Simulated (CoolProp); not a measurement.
R21 along the isobar 9.85 MPa: fugacity coefficient from the reference equation and from simpler models built on Tc = 452.7 K, pc = 5.289 MPa, ω = 0.206; each cubic takes its own stable root.

Computed with CoolProp (reference Helmholtz-energy equation of state, Platzer 1990). This equation is an older, rougher fit; its heat capacities, sound speeds and derivatives of the liquid may be far off and weren't checked against measurements.

```
T (K)   phase  reference  van der Waals  Redlich-Kwong  Peng-Robinson
-----  ------  ---------  -------------  -------------  -------------
273.3  liquid   0.009591        0.07055        0.01587       0.009601
278.6  liquid    0.01181        0.07755        0.01915        0.01178
283.9  liquid    0.01440        0.08492        0.02290        0.01432
289.3  liquid    0.01745        0.09281        0.02722        0.01732
294.6  liquid    0.02090         0.1009        0.03200        0.02071
299.9  liquid    0.02483         0.1094        0.03732        0.02456
305.2  liquid    0.02928         0.1183        0.04321        0.02892
310.5  liquid    0.03427         0.1274        0.04969        0.03382
315.9  liquid    0.03994         0.1371        0.05692        0.03940
321.2  liquid    0.04613         0.1470        0.06465        0.04548
326.5  liquid    0.05294         0.1572        0.07300        0.05220
331.8  liquid    0.06041         0.1677        0.08199        0.05956
337.1  liquid    0.06855         0.1785        0.09162        0.06761
342.5  liquid    0.07756         0.1898         0.1021        0.07652
347.8  liquid    0.08711         0.2011         0.1130        0.08598
353.1  liquid    0.09737         0.2127         0.1245        0.09616
```
